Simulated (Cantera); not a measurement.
A perfectly stirred reactor is fed with CH4 : CO : O2 : N2 = 1 : 0.056 : 3.17 : 11.9 (molar parts), equivalence ratio 0.64, at 3.36 atm; it is adiabatic with a 775 K inlet, and is followed from long to short residence time, starting on the burning branch (τ in s: 0.024, 0.014, 0.0084, 0.005, 0.0029, 0.0017, 0.001, 0.00061, 0.00036, 0.00021, 0.00013, 7.5e-05, 4.4e-05).

Detailed kinetics in Cantera: GRI-Mech 3.0 (53 species, 325 reactions).

**Question.** Predict: blow-out, bracketed by the residence times tried; x(CH4) at τ = 24.0 ms; x(CO) at τ = 24.0 ms; x(O2) at τ = 24.0 ms; x(CH4) at τ = 1.00 ms; x(CO) at τ = 1.00 ms; x(O2) at τ = 1.00 ms; x(C2H2) at τ = 1.00 ms; x(C2H4) at τ = 1.00 ms.

**Answer.** 
| Quantity | Value |
|---|---|
| blow-out, bracketed by the residence times tried | burning at 44.0 µs, the shortest tried |
| x(CH4) at τ = 24.0 ms | 5.49e-6 |
| x(CO) at τ = 24.0 ms | 0.000641 |
| x(O2) at τ = 24.0 ms | 0.0704 |
| x(CH4) at τ = 1.00 ms | 6.16e-5 |
| x(CO) at τ = 1.00 ms | 0.00324 |
| x(O2) at τ = 1.00 ms | 0.0714 |
| x(C2H2) at τ = 1.00 ms | 1.18e-8 |
| x(C2H4) at τ = 1.00 ms | 2.19e-8 |
